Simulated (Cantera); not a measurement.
**Equilibrium for hydrogen reduction and annealing atmospheres: V2O3 + H2 + N2**

Charge: 1 mol V2O3, 19 mol H2, 45 mol N2, held at 2.90 mbar.

Cantera equilibrium calculation (NASA polynomials, part measured and part estimated; ideal gas, pure solids and liquids). Candidate condensed phases: H2O, V, VN, VO, V2O3, V2O4, V2O5; 28 gas species. Mutual solubility and eutectic melting of coexisting phases are not modelled. VN, VO: taken at fixed stoichiometry. Condensed phases not in the tables: the oxides between V2O3 and V2O5 other than VO2, solid solutions among these carbides, nitrides and lower oxides, V2N. The numbers say what is thermodynamically allowed, not how fast it happens.

| T (°C) | x N2 | x H2 | x H2O | x H | x NH3 | x VO2 | x VO | x OH | n VN(s) | n V2O3(s) | n VO(s) |
|---|---|---|---|---|---|---|---|---|---|---|---|
| 477 | 0.703 | 0.297 | 0.000178 | 3.20e-12 | 2.01e-6 | <1e-12 | <1e-12 | <1e-12 | 0.00761 | 0.996 | 0 |
| 577 | 0.703 | 0.297 | 0.000227 | 2.07e-10 | 7.29e-7 | <1e-12 | <1e-12 | <1e-12 | 0.00970 | 0.995 | 0 |
| 677 | 0.703 | 0.297 | 0.000271 | 5.63e-9 | 3.24e-7 | <1e-12 | <1e-12 | <1e-12 | 0.0115 | 0.994 | 0 |
| 777 | 0.703 | 0.297 | 0.000308 | 8.20e-8 | 1.67e-7 | <1e-12 | <1e-12 | <1e-12 | 0.0131 | 0.993 | 0 |
| 877 | 0.703 | 0.297 | 0.000339 | 7.55e-7 | 9.58e-8 | <1e-12 | <1e-12 | 5.21e-12 | 0.0145 | 0.993 | 0 |
| 977 | 0.703 | 0.297 | 0.000365 | 4.89e-6 | 6.00e-8 | 3.58e-11 | 2.55e-12 | 6.21e-11 | 0.0156 | 0.992 | 0 |
| 1077 | 0.703 | 0.296 | 0.000428 | 2.41e-5 | 4.02e-8 | 1.19e-9 | 1.57e-10 | 5.65e-10 | 0 | 0.973 | 0.0548 |
| 1177 | 0.703 | 0.296 | 0.000810 | 9.55e-5 | 2.83e-8 | 3.09e-8 | 4.21e-9 | 6.27e-9 | 0 | 0.948 | 0.104 |
| 1277 | 0.703 | 0.295 | 0.00141 | 0.000318 | 2.09e-8 | 5.20e-7 | 7.24e-8 | 5.10e-8 | 0 | 0.910 | 0.181 |
x: gas mole fraction; n: condensed amount in mol.

From 477 °C to 977 °C the condensed part is VN(s) + V2O3(s). From 1077 °C to 1277 °C the condensed part is VO(s) + V2O3(s).
